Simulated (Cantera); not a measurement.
# Al + Cl2 + N2 (aluminium and copper etching)

A closed system holds: 1 mol Al, 3 mol Cl2, 2.6 mol N2, equilibrated at 10.0 mbar.

Method: chemical equilibrium by Gibbs-energy minimisation in Cantera with the NASA 1993 tables (ideal gas, pure condensed phases). Candidate condensed phases: Al, AlCl3, AlN; 11 gas species. Equilibrium is a limit: real reactors are often held back by kinetics, nucleation or transport.

From 473 K to 1473 K nothing is condensed. The main Al-bearing gas is Al2Cl6 at 473 K and AlCl3 at 1473 K.

```json
[
 {"T (K)": "473", "log p N2": "-2.25", "log p Cl2": "-2.49", "log p Cl": "-11.81", "log p AlCl3": "-4.49", "log p Al2Cl6": "-2.97"},
 {"T (K)": "573", "log p N2": "-2.26", "log p Cl2": "-2.50", "log p Cl": "-9.46", "log p AlCl3": "-3.36", "log p Al2Cl6": "-3.07"},
 {"T (K)": "673", "log p N2": "-2.28", "log p Cl2": "-2.52", "log p Cl": "-7.81", "log p AlCl3": "-2.81", "log p Al2Cl6": "-3.63"},
 {"T (K)": "773", "log p N2": "-2.29", "log p Cl2": "-2.53", "log p Cl": "-6.58", "log p AlCl3": "-2.72", "log p Al2Cl6": "-4.64"},
 {"T (K)": "873", "log p N2": "-2.29", "log p Cl2": "-2.53", "log p Cl": "-5.62", "log p AlCl3": "-2.71", "log p Al2Cl6": "-5.54"},
 {"T (K)": "973", "log p N2": "-2.29", "log p Cl2": "-2.53", "log p Cl": "-4.86", "log p AlCl3": "-2.71", "log p Al2Cl6": "-6.25"},
 {"T (K)": "1073", "log p N2": "-2.29", "log p Cl2": "-2.54", "log p Cl": "-4.24", "log p AlCl3": "-2.71", "log p Al2Cl6": "-6.83"},
 {"T (K)": "1173", "log p N2": "-2.30", "log p Cl2": "-2.55", "log p Cl": "-3.73", "log p AlCl3": "-2.71", "log p Al2Cl6": "-7.30"},
 {"T (K)": "1273", "log p N2": "-2.30", "log p Cl2": "-2.58", "log p Cl": "-3.30", "log p AlCl3": "-2.72", "log p Al2Cl6": "-7.70"},
 {"T (K)": "1373", "log p N2": "-2.32", "log p Cl2": "-2.65", "log p Cl": "-2.96", "log p AlCl3": "-2.73", "log p Al2Cl6": "-8.06"},
 {"T (K)": "1473", "log p N2": "-2.34", "log p Cl2": "-2.78", "log p Cl": "-2.70", "log p AlCl3": "-2.75", "log p Al2Cl6": "-8.38"}
]
```
log p: log10 of the partial pressure in bar; nothing condenses.
